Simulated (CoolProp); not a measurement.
Vapour-liquid equilibrium of R125 (1) + dimethyl ether (2) at 294.5 K; x and y are mole fractions of (1).

The numbers come from the multi-fluid Helmholtz-energy mixture model, Lemmon 2005 and Wu 2011; pair parameters Bell 2016 in CoolProp.

Task: Give the bubble pressure and the first vapour's composition at x = 0.05, 0.35, 0.95. Is there an azeotrope?

Result: x = 0.05: 0.5432 MPa, y = 0.070; x = 0.35: 0.6537 MPa, y = 0.475; x = 0.95: 1.190 MPa, y = 0.983. No azeotrope shows between x = 0.05 and 0.95.

Pair parameters are fitted to limited data, so mixtures are less certain than the pure fluids.
